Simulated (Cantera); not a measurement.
An isothermal, constant-pressure homogeneous reactor starts with C2H4 : H2 = 1 : 28 (molar parts), at 1450 K and 14000 Pa.

Computed with Cantera and GRI-Mech 3.0 (53 species, 325 reactions). GRI-Mech 3.0 was tuned for natural gas; its chemistry of ethylene as a main component is partial and can be far from experiment. GRI-Mech 3.0 stops at C3 and has no aromatics, soot or wall deposition, so with more carbon than oxygen in the feed, carbon stays in small species such as C2H2 where larger ones or solid carbon would form.

### Question
Predict: x(C2H4) at 50.0 s; x(H2) at 50.0 s; x(CH4) at 50.0 s; x(H) at 50.0 s; x(C2H6) at 50.0 s.

### Answer
```
Item                                                 Value
-----------------  ---------------------------------------
x(C2H4) at 50.0 s  0.00132 (gas-phase equilibrium 0.00123)
x(H2) at 50.0 s        0.954 (gas-phase equilibrium 0.952)
x(CH4) at 50.0 s     0.0236 (gas-phase equilibrium 0.0269)
x(H) at 50.0 s     2.55e-5 (gas-phase equilibrium 2.48e-5)
x(C2H6) at 50.0 s  2.02e-6 (gas-phase equilibrium 2.11e-6)
```
